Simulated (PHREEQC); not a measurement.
Synthetic water in mmol/kgw, 20 °C, pH 3.11, pe 11.4: Na 4.27; K 0.0942; Ca 5.09; Mg 0.724; Cl 4.13; S(6) 6.79; Cu(2) 0.507; Sr 0.121; Li 0.0821.

Na is adjusted to close the charge balance.
Valence states are taken as typed.

All values are PHREEQC results (ion-association model, phreeqc.dat), not measurements.

```
Property                      Result
--------------------  --------------
ionic strength        0.0247 mol/kgw
specific conductance      1670 µS/cm
total alkalinity        -1.11 meq/kg
```

```tsv
species	molality	activity	log γ
SO4-2	0.00509	0.00284	-0.254
Cl-	0.00413	0.00354	-0.067
Ca+2	0.00400	0.00225	-0.249
Na+	0.00349	0.00302	-0.064
CaSO4	0.00109	0.00110	0.002
H+	0.000880	0.000776	-0.054
Mg+2	0.000544	0.000311	-0.243
Cu+2	0.000383	0.000219	-0.243
HSO4-	0.000224	0.000192	-0.065
MgSO4	0.000180	0.000181	0.002
CuSO4	0.000122	0.000123	0.002
Sr+2	9.35e-5	5.29e-5	-0.247
K+	9.25e-5	7.93e-5	-0.067
Li+	8.11e-5	7.05e-5	-0.061
NaSO4-	4.79e-5	4.16e-5	-0.062
SrSO4	2.74e-5	2.76e-5	0.002
```

This is a speciation only: nothing precipitates in the calculation. Complexes and solids missing from the database can't appear.
